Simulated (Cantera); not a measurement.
Cantera run:

```python
import numpy as np
import cantera as ct

gas_names = [...]  # 123 gases of nasa_gas.yaml made of C, H, O, Si
cond_names = """
    C(gr) C6H6(L) C7H8(L) C8H18(L),n-octa H2O(s) H2O(L) Si(cr) Si(L) SiC(b) SiO2(Lqz) SiO2(hqz) SiO2(L)
""".split()


# ... load() reads the species with a 1 bar reference pressure and builds the phases ...
atoms = {
    'SiC': {'Si': 1, 'C': 1},
    'O2': {'O': 2},
    'H2': {'H': 2},
}
top_T = {'C(gr)': 4500, 'SiC(b)': 3050}  # K; cautious upper limits of use, not melting points


# ... equilibrate(T, P, feed) seeds the gas with the atoms and calls Mixture.equilibrate('TP', solver="vcs", rtol=1e-11, max_steps=5000) ...
results = []
feed = {'SiC': 1, 'O2': 0.35, 'H2': 36}  # mol
T = 1273.15  # K
P = 55000  # Pa
mix = equilibrate(T, P, feed)
results.append((T, P, feed, dict(zip(mix.species_names, mix.species_moles))))
print(gas.report(threshold=1e-05))
for i in range(1, mix.n_phases):
    print(f"{mix.phase(i).name:16s} {mix.phase_moles(i):12.5e} mol")
```

Result:

```
       temperature   1273.2 K
          pressure   55000 Pa
           density   0.010923 kg/m^3
  mean mol. weight   2.1023 kg/kmol
   phase of matter   gas

                          1 kg             1 kmol
                     ---------------   ---------------
          enthalpy        1.3706e+07        2.8815e+07  J
   internal energy        8.6711e+06        1.8229e+07  J
           entropy             85364        1.7946e+05  J/K
    Gibbs function       -9.4974e+07       -1.9967e+08  J
 heat capacity c_p             15069             31679  J/K
 heat capacity c_v             11114             23364  J/K

                      mass frac. Y      mole frac. X     chem. pot. / RT
                     ---------------   ---------------   ---------------
               CH4          0.038941         0.0051029           -39.382
                CO         0.0074995        0.00056288           -44.791
                H2            0.9535           0.99433           -18.742
     [ +120 minor]         5.628e-05        6.3158e-06

C(gr)             1.36715e-01 mol
Si(cr)            0.00000e+00 mol
SiC(b)            6.60145e-01 mol
SiO2(hqz)         3.39842e-01 mol
```

Equilibrium computed with Cantera from the NASA thermochemical tables; the gas is ideal and each condensed phase is pure. Mutual solubility and eutectic melting of coexisting phases are not modelled. The tables hold silica as quartz up to 1696 K and as liquid above; real silica turns to tridymite and cristobalite and melts near 1996 K.
